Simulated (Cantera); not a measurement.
Source: NASA polynomial tables (part measured, part estimated), evaluated in Cantera. Values are per mole of reaction as written; species without (g) are pure solids or liquids, kept so even where they would boil at 1 bar.

Task: Between 575 and 1025 K, where is each reaction favourable under standard conditions?
- 3 H₂(g) + 2 NO₂(g) + 2 Ta = 2 TaO₂(g) + 2 NH₃(g)

Result: 
- 3 H₂(g) + 2 NO₂(g) + 2 Ta = 2 TaO₂(g) + 2 NH₃(g): ΔG° is -552 kJ at 575 K and -529 kJ at 1025 K; it stays negative (K > 1). ΔH° is -590 kJ and ΔS° -60 J/K at 1025 K.
